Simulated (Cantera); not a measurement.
Feed: 1 mol SiCl4, 0.35 mol Cl2, 55 mol H2, equilibrated at 1 atm.

Cantera equilibrium calculation (NASA polynomials, part measured and part estimated; ideal gas, pure solids and liquids). Candidate condensed phases: Si; 19 gas species. Gases not in the tables: Si2H6 and higher silanes. Kinetics and transport are ignored.

What share of the Si ends up in condensed phases as a function of T (°C), at 700, 800, 900, 1000, 1100, 1200, 1300, 1400?


```tsv
T (°C)	Si condensed (%)	as
700	0.0	-
800	0.0	-
900	0.0	-
1000	8.9	Si(s)
1100	20.2	Si(s)
1200	25.6	Si(s)
1300	26.8	Si(s)
1400	26.2	Si(s)
```
